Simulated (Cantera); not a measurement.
Input (Python, Cantera) and output of one run.

```python
import numpy as np
import cantera as ct

gas_names = """
    CL CL2 H HCL H2 Si SiCL SiCL2 SiCL3 SiCL4 SiH SiHCL3 SiH2 SiH2CL2 SiH3 SiH3CL SiH4 Si2 Si3
""".split()
cond_names = """
    Si(cr) Si(L)
""".split()


# ... load() reads the species with a 1 bar reference pressure and builds the phases ...
atoms = {
    'Si2Cl6': {'Si': 2, 'CL': 6},
    'HCl': {'H': 1, 'CL': 1},
    'H2': {'H': 2},
    'Cl2': {'CL': 2},
}
top_T = {}  # K; cautious upper limits of use, not melting points


# ... equilibrate(T, P, feed) seeds the gas with the atoms and calls Mixture.equilibrate('TP', solver="vcs", rtol=1e-11, max_steps=5000) ...
results = []
feed = {'Si2Cl6': 1, 'HCl': 1, 'H2': 970, 'Cl2': 0.082}  # mol
P = 101325  # Pa
for T in [850, 900, 950, 1000, 1050, 1100, 1150, 1200]:
    mix = equilibrate(T, P, feed)
    results.append((T, P, feed, dict(zip(mix.species_names, mix.species_moles))))

top = {s: max(r[3][s] / sum(r[3][g] for g in gas_names) for r in results) for s in gas_names}
cols = sorted((s for s in top if top[s] > 1e-06), key=lambda s: -top[s])[:7]
seen = [c for c in cond_names if any(r[3].get(c, 0) > 1e-12 for r in results)]
print("log10 of partial pressures in bar; condensed amounts in mol")
print(f"{'T/K':>10s}" + "".join(f"{s[:9]:>10s}" for s in cols + seen))
for T, P, feed, n in results:
    ng = sum(n[g] for g in gas_names)
    print(f"{T:10.4g}" + "".join(f"{np.log10(max(n[s] / ng * P / 1e5, 1e-99)):10.3f}" for s in cols)
          + "".join(f"{n.get(c, 0):10.4g}" for c in seen))
```

Result:

```
log10 of partial pressures in bar; condensed amounts in mol
       T/K        H2       HCL    SiHCL3     SiCL4   SiH2CL2     SiCL2     SiCL3    Si(cr)
       850     0.004    -3.078    -2.907    -3.210    -3.660    -6.252    -5.657         0
       900     0.004    -2.895    -2.927    -3.279    -3.597    -5.662    -5.310   0.09676
       950     0.004    -2.696    -2.985    -3.346    -3.617    -5.211    -5.040    0.3122
      1000     0.004    -2.528    -3.070    -3.450    -3.658    -4.829    -4.832    0.5895
      1050     0.003    -2.392    -3.196    -3.608    -3.727    -4.517    -4.691    0.9083
      1100     0.003    -2.291    -3.373    -3.836    -3.832    -4.276    -4.628     1.225
      1150     0.003    -2.223    -3.610    -4.144    -3.978    -4.106    -4.644     1.485
      1200     0.003    -2.184    -3.896    -4.518    -4.158    -3.998    -4.729     1.657
```

Method: chemical equilibrium by Gibbs-energy minimisation in Cantera with the NASA 1993 tables (ideal gas, pure condensed phases). The feed counts by its element totals alone. The tables' values for SiCl3 are old estimates; treat these amounts as uncertain.
